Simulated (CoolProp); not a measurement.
Properties of dimethyl carbonate along the isotherm 600 K (Tc = 557.0 K, pc = 49.09 bar, ω = 0.346).

Values from CoolProp's reference Helmholtz-energy equation of state, Zhou 2011.

| p (bar) | phase | density (kg/m³) | cp (kJ/(kg K)) | cv (kJ/(kg K)) | isothermal compressibility (1/MPa) | expansivity (1/kK) |
|---|---|---|---|---|---|---|
| 9.44 | gas | 18.01 | 1.895 | 1.776 | 1.121 | 1.998 |
| 18.9 | gas | 38.35 | 1.943 | 1.786 | 0.5990 | 2.454 |
| 28.3 | gas | 61.64 | 2.015 | 1.799 | 0.4350 | 3.108 |
| 37.8 | gas | 89.65 | 2.129 | 1.815 | 0.3631 | 4.130 |
| 47.2 | gas | 124.1 | 2.323 | 1.835 | 0.3342 | 5.810 |
| 56.6 | supercritical | 169.4 | 2.677 | 1.861 | 0.3301 | 8.720 |
| 66.1 | supercritical | 232.1 | 3.294 | 1.890 | 0.3313 | 13.41 |
| 75.5 | supercritical | 312.9 | 3.973 | 1.910 | 0.2921 | 17.73 |
| 85 | supercritical | 392.9 | 3.940 | 1.908 | 0.1837 | 15.63 |
| 94.4 | supercritical | 449.0 | 3.584 | 1.898 | 0.1090 | 11.73 |
| 104 | supercritical | 488.7 | 3.325 | 1.889 | 0.07192 | 9.171 |
| 113 | supercritical | 516.6 | 3.159 | 1.882 | 0.05313 | 7.641 |
| 123 | supercritical | 541.1 | 3.025 | 1.877 | 0.04053 | 6.478 |

The peak of cp marks the crossing from liquid-like to gas-like fluid above the critical point.
